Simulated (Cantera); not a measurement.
Feed: 1 mol Pb, 6.2 mol NH3, 18 mol H2, equilibrated at 11.0 Pa.

Method: chemical equilibrium by Gibbs-energy minimisation in Cantera with the NASA 1993 tables (ideal gas, pure condensed phases). Candidate condensed phases: Pb; 11 gas species. Equilibrium is a limit: real reactors are often held back by kinetics, nucleation or transport.

**Question.** Which condensed phases are stable at each of these points (T (K)): 723, 923, 1123, 1323, 1523, 1723, 1923?

**Answer.** 
```
T (K)  condensed phases  Pb condensed (%)
-----  ----------------  ----------------
723               Pb(l)              99.9
923               Pb(l)              28.3
1123           gas only               0.0
1323           gas only               0.0
1523           gas only               0.0
1723           gas only               0.0
1923           gas only               0.0
```

From 723 K to 923 K the condensed part is Pb(l). From 1123 K to 1923 K nothing is condensed.
